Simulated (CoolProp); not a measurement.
Vapour-liquid equilibrium of R22 (1) + R123 (2) at -34.45 °C; x and y are mole fractions of (1).

Model: multi-fluid Helmholtz-energy mixture model, Kamei 1995 and Younglove 1994; pair parameters Bell 2016, in CoolProp.

```json
[
 {"x": "0.05", "bubble pressure, mixture model (kPa)": "11.33", "bubble pressure, Raoult's law (kPa)": "11.63", "y, mixture model": "0.568", "y, Raoult's law": "0.581"},
 {"x": "0.2", "bubble pressure, mixture model (kPa)": "31.60", "bubble pressure, Raoult's law (kPa)": "31.16", "y, mixture model": "0.869", "y, Raoult's law": "0.868"},
 {"x": "0.35", "bubble pressure, mixture model (kPa)": "52.55", "bubble pressure, Raoult's law (kPa)": "50.68", "y, mixture model": "0.935", "y, Raoult's law": "0.934"},
 {"x": "0.5", "bubble pressure, mixture model (kPa)": "72.70", "bubble pressure, Raoult's law (kPa)": "70.20", "y, mixture model": "0.963", "y, Raoult's law": "0.963"},
 {"x": "0.65", "bubble pressure, mixture model (kPa)": "91.65", "bubble pressure, Raoult's law (kPa)": "89.72", "y, mixture model": "0.979", "y, Raoult's law": "0.980"},
 {"x": "0.8", "bubble pressure, mixture model (kPa)": "109.9", "bubble pressure, Raoult's law (kPa)": "109.2", "y, mixture model": "0.989", "y, Raoult's law": "0.991"},
 {"x": "0.95", "bubble pressure, mixture model (kPa)": "128.7", "bubble pressure, Raoult's law (kPa)": "128.8", "y, mixture model": "0.997", "y, Raoult's law": "0.998"}
]
```

The largest gap from Raoult's law is +3.7 % in bubble pressure, at x = 0.35. No azeotrope shows between x = 0.05 and 0.95.

Pair parameters are fitted to limited data, so mixtures are less certain than the pure fluids. The gap from Raoult's law changes sign with composition, which may be real or a fault of the pair parameters; it wasn't checked against measurements.
